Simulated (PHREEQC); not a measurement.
A solution holds 2.8 mmol/kgw Cu(NO3)2, at 25 °C. Closed to the air; pH follows from the charge balance.

The numbers come from PHREEQC with the ion-association model, wateq4f.dat.

This is a speciation only: nothing precipitates in the calculation.

What pH does the model give?

pH 5.05.
